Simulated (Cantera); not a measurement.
Feed: 1 mol Fe, 0.8 mol Cl2, 0.34 mol H2, held at 1250 K and 0.0210 bar.

Method: chemical equilibrium by Gibbs-energy minimisation in Cantera with the NASA 1993 tables (ideal gas, pure condensed phases). Candidate condensed phases: Fe, FeCl2, FeCl3; 11 gas species. Equilibrium is a limit: real reactors are often held back by kinetics, nucleation or transport.

Question: What is the equilibrium state?

Answer: 
- x(FeCl2) = 0.514
- x(HCl) = 0.369
- x(H2) = 0.114
- x(Fe2Cl4) = 0.00208
- x(FeCl3) = 8.51e-5
- x(Cl) = 3.11e-6
- x(H) = 1.13e-6
- n(Fe(γ)) = 0.410 mol
- gas amount = 1.138 mol
- log10 activity of FeCl2(l) (absent) = -1.70
